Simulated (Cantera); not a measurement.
Gas-phase reforming

A perfectly stirred reactor is fed with CH₄ : H₂O = 1 : 0.57 (molar parts), at 1.00 bar; it is held at 1723 K, and followed from long to short residence time.

Model: GRI-Mech 3.0 (53 species, 325 reactions), integrated in Cantera. GRI-Mech 3.0 stops at C3 and has no aromatics, soot or wall deposition, so with more carbon than oxygen in the feed, carbon stays in small species such as C2H2 where larger ones or solid carbon would form.

| τ (s) | x CH₄ | x H₂O | x H₂ | x O₂ | x O |
|---|---|---|---|---|---|
| 0.83 | 0.0434 | 0.0920 | 0.649 | 4.91e-12 | 7.93e-11 |
| 0.32 | 0.0628 | 0.138 | 0.600 | 1.08e-11 | 1.09e-10 |
| 0.12 | 0.0948 | 0.186 | 0.539 | 1.99e-11 | 1.39e-10 |
| 0.048 | 0.142 | 0.225 | 0.474 | 3.09e-11 | 1.68e-10 |
| 0.018 | 0.215 | 0.259 | 0.393 | 4.70e-11 | 2.11e-10 |
| 0.0071 | 0.307 | 0.287 | 0.302 | 6.98e-11 | 2.81e-10 |
| 0.0027 | 0.412 | 0.315 | 0.201 | 9.82e-11 | 4.03e-10 |
| 0.0011 | 0.502 | 0.337 | 0.115 | 1.08e-10 | 5.55e-10 |
| 0.00041 | 0.577 | 0.353 | 0.0463 | 6.93e-11 | 6.47e-10 |
| 0.00016 | 0.617 | 0.361 | 0.0136 | 2.03e-11 | 4.94e-10 |
x: mole fraction; the columns are a selection and need not sum to one.
